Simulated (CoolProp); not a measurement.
Vapour-liquid equilibrium of methane (1) + ethane (2) at 174.9 K; x and y are mole fractions of (1).

Model: multi-fluid Helmholtz-energy mixture model, Setzmann 1991 and Bücker 2006; pair parameters Kunz 2012, in CoolProp.

Task: Give the bubble pressure and the first vapour's composition at x = 0.45, 0.55, 0.85. Is there an azeotrope?

Result: x = 0.45: 1.235 MPa, y = 0.958; x = 0.55: 1.475 MPa, y = 0.967; x = 0.85: 2.240 MPa, y = 0.987. No azeotrope shows between x = 0.05 and 0.95.

Pair parameters are fitted to limited data, so mixtures are less certain than the pure fluids. The gap from Raoult's law changes sign with composition, which may be real or a fault of the pair parameters; it wasn't checked against measurements.
